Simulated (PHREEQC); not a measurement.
# Ultrapure water in contact with air or piping

Synthetic water in mmol/kgw, 80 °C, pH 5.88, pe 11.7:

```json
[
 {"constituent": "Na", "mmol/kgw": "0.000563"},
 {"constituent": "K", "mmol/kgw": "0.00119"},
 {"constituent": "Ca", "mmol/kgw": "0.000572"},
 {"constituent": "Mg", "mmol/kgw": "0.000439"},
 {"constituent": "Cl", "mmol/kgw": "0.000786"},
 {"constituent": "S(6)", "mmol/kgw": "0.000864"},
 {"constituent": "Alkalinity (meq/kgw)", "mmol/kgw": "0.00126"},
 {"constituent": "Si", "mmol/kgw": "2.27e-05"},
 {"constituent": "Br", "mmol/kgw": "1.57e-05"}
]
```

Valence states are taken as typed.

Model: ion-association model, phreeqc.dat, run in PHREEQC.

This is a speciation only: nothing precipitates in the calculation.

Task: Estimate the ionic strength, activity of water, charge-balance error.

Result: ionic strength 6.98e-6 mol/kgw; activity of water 0.993; charge-balance error -0.1 %.

Task: In which forms is C present?

Result: CO2 74 %, HCO3- 26 % of the C.

At this temperature some constants are extrapolated from 25 °C, and those without enthalpy data are left unchanged.
